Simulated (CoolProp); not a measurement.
n-undecane at several states: density (kg/m³) from the reference equation and from simpler models built on Tc = 638.8 K, pc = 19.90 bar, ω = 0.539; each cubic takes its own stable root.

Computed with CoolProp (reference Helmholtz-energy equation of state, Aleksandrov 2011). It is a short technical equation, of lower accuracy than the large ones.

```tsv
T (K)	p (bar)	phase	reference
267.2	0.108	liquid	760.2
455.9	5.84	liquid	612.2
282.3	0.237	liquid	748.6
605	2.06	gas	6.743
```

### Question
How far does each simpler model (van der Waals, Redlich-Kwong, Peng-Robinson) lie from the reference over these 4 states: mean and median of the absolute difference, and the worst?

### Answer
- van der Waals: mean 48.6 %, median 46.5 %, worst -99.9 % at 267.2 K and 0.108 bar
- Redlich-Kwong: mean 16.3 %, median 21.3 %, worst -21.6 % at 455.9 K and 5.84 bar
- Peng-Robinson: mean 5.2 %, median 5.9 %, worst -8.8 % at 267.2 K and 0.108 bar

At some of these states van der Waals gives the other phase, because its saturation line lies elsewhere.
